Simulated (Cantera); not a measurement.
An adiabatic, constant-volume homogeneous reactor starts with 22.9 % CH₄, 12.3 % O₂, 46.0 % N₂, 18.8 % CO₂, equivalence ratio 3.7, at 1725 K and 500000 Pa.

Model: GRI-Mech 3.0 (53 species, 325 reactions), integrated in Cantera.

x: mole fraction; the columns are a selection and need not sum to one.

```
t (s)     T (K)  P (bar)    x CH₄     x O₂   x CO₂    x H₂O₂     x HCN     x OH     x HO₂
--------  -----  -------  -------  -------  ------  --------  --------  -------  --------
1.00e-6    1725     5.00    0.229    0.123   0.187   2.14e-7    <1e-12  1.91e-7   5.08e-6
2.90e-6    1724     5.00    0.229    0.123   0.187   5.17e-7    <1e-12  4.12e-7   1.04e-5
8.42e-6    1724     5.00    0.228    0.123   0.187         …    <1e-12        …         …
2.44e-5    1727     5.01    0.226    0.122   0.187   1.31e-6  3.20e-12  2.25e-6   2.42e-5
7.09e-5    1791     5.25    0.197    0.107   0.185   5.22e-6  2.41e-10  1.52e-5   9.03e-5
0.000206   2106     7.41   0.0109  1.57e-6  0.0780  4.94e-10   9.06e-6  7.25e-5  7.73e-10
0.000597   2069     7.44  0.00707  2.44e-8  0.0556  2.62e-10   1.14e-5  5.20e-5  7.97e-11
0.00173    2052     7.58  0.00564  1.29e-8  0.0459  1.39e-10   1.28e-5  3.56e-5  3.70e-11
0.00503    2031     7.70        …        …       …  6.99e-11   1.22e-5        …  1.64e-11
0.0146     2012     7.76  0.00118  3.99e-9  0.0337  4.22e-11   8.98e-6  1.71e-5  9.01e-12
0.0423     2004     7.76  3.20e-5  3.35e-9  0.0328  3.64e-11   5.97e-6  1.54e-5  7.47e-12
0.123      2004     7.76  6.67e-8  3.35e-9  0.0328  3.64e-11   5.60e-6  1.54e-5  7.48e-12
0.356      2004     7.76  6.66e-8  3.35e-9  0.0328  3.64e-11   5.29e-6  1.54e-5  7.48e-12
1.03       2004     7.76  6.66e-8  3.35e-9  0.0328  3.64e-11   4.59e-6  1.54e-5  7.48e-12
3.00       2004     7.76  6.66e-8  3.35e-9  0.0328  3.64e-11   3.51e-6  1.54e-5  7.48e-12
```

Q: Complete the blanks.

A: 
- 8.42e-6, x H₂O₂: 6.75e-7
- 8.42e-6, x OH: 9.37e-7
- 8.42e-6, x HO₂: 1.30e-5
- 0.00503, x CH₄: 0.00353
- 0.00503, x O₂: 6.63e-9
- 0.00503, x CO₂: 0.0380
- 0.00503, x OH: 2.34e-5
